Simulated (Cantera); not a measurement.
**HgO + O2 + H2 (iron carbonyl, mercury and lead vapours)**

Charge: 1 mol HgO, 0.18 mol O2, a varied amount of H2, at 1573.15 K and 133 Pa.

Cantera equilibrium calculation (NASA polynomials, part measured and part estimated; ideal gas, pure solids and liquids). Candidate condensed phases: H2O, Hg, HgO; 10 gas species. The numbers say what is thermodynamically allowed, not how fast it happens.

```tsv
n(H2) (mol)	log p H2	log p H2O	log p Hg	log p H
12	-2.96	-3.86	-3.99	-5.87
15	-2.94	-3.95	-4.08	-5.86
17	-2.94	-4.00	-4.13	-5.86
21	-2.92	-4.08	-4.22	-5.85
25	-2.92	-4.16	-4.29	-5.85
30	-2.91	-4.23	-4.37	-5.85
36	-2.90	-4.31	-4.44	-5.84
42	-2.90	-4.38	-4.51	-5.84
51	-2.90	-4.46	-4.59	-5.84
60	-2.89	-4.53	-4.66	-5.84
72	-2.89	-4.61	-4.74	-5.84
86	-2.89	-4.68	-4.81	-5.83
```
log p: log10 of the partial pressure in bar; nothing condenses.

From 12 mol H2 to 86 mol H2 nothing is condensed. The main Hg-bearing gas is Hg throughout.
